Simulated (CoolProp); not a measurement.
The fluid at 304.21 K and 0.256 MPa is throttled through a valve to 0.036 MPa with no heat exchange. The same conditions are run with several fluids, on thermodynamics alone (safety and materials aside).

The numbers come from the reference Helmholtz-energy equation of state of each fluid (sulfur dioxide: Gao 2016; R115: Lemmon 2016; sulfur hexafluoride: Guder 2009; R152A: Outcalt 1996; CH3F (R41): Lemmon 2006) in CoolProp.

```tsv
fluid	temperature change (K)	final density (kg/m³)
sulfur dioxide	-8.2	?
R115	?	2.23
sulfur hexafluoride	?	2.10
R152A	?	?
CH3F (R41)	?	?
```

**Question.** Some entries are withheld; supply them.

**Answer.** 
- sulfur dioxide, final density (kg/m³): 0.943
- R115, temperature change (K): -2.9
- sulfur hexafluoride, temperature change (K): -2.0
- R152A, temperature change (K): -6.0
- R152A, final density (kg/m³): 0.966
- CH3F (R41), temperature change (K): -3.8
- CH3F (R41), final density (kg/m³): 0.492
